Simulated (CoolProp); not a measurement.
Saturation properties of R365MFC.

Values from CoolProp's reference Helmholtz-energy equation of state, Lemmon 2016.

```tsv
T (°C)	p (MPa)	vapour density (kg/m³)	enthalpy of vaporisation (kJ/kg)	liquid cp (kJ/(kg K))	surface tension (mN/m)
23.05	0.05243	3.245	196.2	1.373	15.3
25.65	0.05827	3.584	195.0	1.378	15.0
28.25	0.06463	3.950	193.8	1.383	14.7
30.85	0.07153	4.346	192.6	1.388	14.4
33.45	0.07901	4.772	191.4	1.394	14.1
36.05	0.08710	5.232	190.2	1.399	13.9
38.75	0.09618	5.745	188.9	1.405	13.6
41.35	0.1056	6.276	187.6	1.410	13.3
43.95	0.1158	6.846	186.4	1.416	13.0
46.55	0.1267	7.456	185.1	1.422	12.7
49.15	0.1384	8.108	183.8	1.428	12.4
51.75	0.1509	8.804	182.4	1.433	12.1
54.35	0.1643	9.548	181.1	1.439	11.8
56.95	0.1786	10.34	179.7	1.446	11.6
```

It boils at 40.2 °C under 1 atm.

Surface tension comes from a separate correlation (Mulero 2012).
